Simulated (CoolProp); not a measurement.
Vapour-liquid equilibrium of carbon dioxide (1) + carbonyl sulfide (2) at 1.27 MPa; x and y are mole fractions of (1).

The numbers come from the multi-fluid Helmholtz-energy mixture model, Span 1996 and Lemmon 2006; pair parameters Bell 2016 in CoolProp.

```csv
x,"bubble temperature, mixture model (°C)","bubble temperature, Raoult's law (°C)","y, mixture model","y, Raoult's law"
0.05,14.4,17.3,0.236,0.212
0.15,-0.1,6.0,0.515,0.481
0.25,-9.3,-2.4,0.658,0.643
0.35,-15.4,-9.1,0.741,0.749
0.45,-19.7,-14.6,0.797,0.822
0.55,-23.0,-19.2,0.840,0.875
0.65,-25.8,-23.1,0.875,0.916
0.75,-28.2,-26.5,0.909,0.947
0.85,-30.3,-29.5,0.942,0.972
0.95,-32.4,-32.2,0.979,0.991
```

The largest gap from Raoult's law is -6.9 K in bubble temperature, at x = 0.25. No azeotrope shows between x = 0.05 and 0.95.

Pair parameters are fitted to limited data, so mixtures are less certain than the pure fluids.
